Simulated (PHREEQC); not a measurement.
## Spent oxide etchant: an equilibrium model

Make-up at 20 °C: 0.0037 mol NH4HF2, 0.062 mol (NH4)2SiF6 and 0.0032 mol HCl per kg of water. Closed to the air; pH follows from the charge balance.

The numbers come from PHREEQC with the ion-association model, wateq4f.dat.

The pH is 2.75 and the ionic strength is 0.192 mol/kgw. The total alkalinity is -255 meq/kg.

```tsv
species	molality	activity	log γ
NH4+	0.128	0.0958	-0.125
SiF6-2	0.0620	0.0189	-0.516
HF	0.00454	0.00474	0.019
Cl-	0.00320	0.00229	-0.145
F-	0.00271	0.00193	-0.147
H+	0.00224	0.00179	-0.097
H2F2	6.71e-5	7.01e-5	0.019
HF2-	4.74e-5	3.38e-5	-0.147
H4SiO4	1.38e-5	1.44e-5	0.019
NH3	2.13e-8	2.13e-8	0.000
```

This is a speciation only: nothing precipitates in the calculation. SiF6-2 is the database's only silicon fluoride.
